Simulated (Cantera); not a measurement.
A closed system holds: 1 mol AlCl₃, a varied amount of N₂, equilibrated at 650 °C and 0.133 bar.

Method: chemical equilibrium by Gibbs-energy minimisation in Cantera with the NASA 1993 tables (ideal gas, pure condensed phases). Candidate condensed phases: Al, AlCl₃, AlN; 11 gas species. The numbers say what is thermodynamically allowed, not how fast it happens.

**Question.** At 1.3 mol N₂, list the 3 most abundant gas species with their mole fractions, and the condensed phases.

**Answer.** N₂ 0.569, AlCl₃ 0.423, Al₂Cl₆ 0.00756. Condensed: gas only.
